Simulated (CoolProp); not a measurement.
The fluid at 381.19 K and 6.38 MPa is throttled through a valve to 2.07 MPa with no heat exchange. The same conditions are run with several fluids, on thermodynamics alone (safety and materials aside).

Computed with CoolProp (reference Helmholtz-energy equation of state of each fluid (R365MFC: Lemmon 2016; R113: Marx 1992; n-perfluorobutane: Gao 2022; toluene: Lemmon 2006; trans-2-butene: Lemmon 2005)).

| fluid | temperature change (K) | final density (kg/m³) |
|---|---|---|
| R365MFC | +0.1 | 1060 |
| R113 | +0.7 | 1350 |
| n-perfluorobutane | -4.7 | 1030 |
| toluene | +1.4 | 783 |
| trans-2-butene | -1.3 | 480 |
